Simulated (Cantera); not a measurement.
# Adiabatic ignition

An adiabatic, constant-volume homogeneous reactor starts with 9.52 % CO, 3.33 % H₂, 10.5 % CH₄, 16.1 % O₂, 60.6 % N₂, equivalence ratio 1.7, at 1350 K and 140000 Pa.

Detailed kinetics in Cantera: GRI-Mech 3.0 (53 species, 325 reactions).

```tsv
t (s)	T (K)	P (bar)	x CO	x H₂	x CH₄	x C₂H₆	x O
6.00e-6	1350	1.40	0.0952	0.0333	0.105	7.25e-12	5.10e-9
1.26e-5	1350	1.40	0.0952	0.0333	0.105	8.96e-11	6.71e-9
2.64e-5	1350	1.40	0.0952	0.0333	0.105	1.24e-9	1.12e-8
5.53e-5	1350	1.40	0.0952	0.0333	0.105	2.38e-8	2.69e-8
0.000116	1350	1.40	0.0952	0.0333	0.105	9.19e-7	1.15e-7
0.000243	1352	1.40	0.0952	0.0332	0.104	7.13e-5	6.59e-7
0.000510	1367	1.42	0.0952	0.0329	0.102	0.000702	1.08e-6
0.00107	1514	1.57	0.0988	0.0360	0.0837	0.00257	7.79e-6
0.00224	2873	3.18	0.145	0.0697	2.84e-12	<1e-12	0.00137
0.00470	2873	3.18	0.145	0.0698	2.85e-12	<1e-12	0.00136
0.00986	2873	3.18	0.145	0.0698	2.85e-12	<1e-12	0.00136
0.0207	2873	3.18	0.145	0.0698	2.85e-12	<1e-12	0.00136
0.0434	2873	3.18	0.145	0.0698	2.85e-12	<1e-12	0.00136
0.0910	2873	3.18	0.145	0.0698	2.85e-12	<1e-12	0.00136
0.191	2873	3.18	0.145	0.0698	2.85e-12	<1e-12	0.00136
0.400	2873	3.18	0.145	0.0698	2.85e-12	<1e-12	0.00136
```
x: mole fraction; the columns are a selection and need not sum to one.

```json
{
 "time_of_steepest_temperature_rise": "1.15 ms",
 "temperature at 0.400 s": "2873 K",
 "equilibrium_temperature": "2873 K",
 "x(CO) at 0.400 s": "0.145 (gas-phase equilibrium 0.145)",
 "x(H₂) at 0.400 s": "0.0698 (gas-phase equilibrium 0.0698)",
 "x(CH₄) at 0.400 s": "2.85e-12 (gas-phase equilibrium 3.32e-12)"
}
```
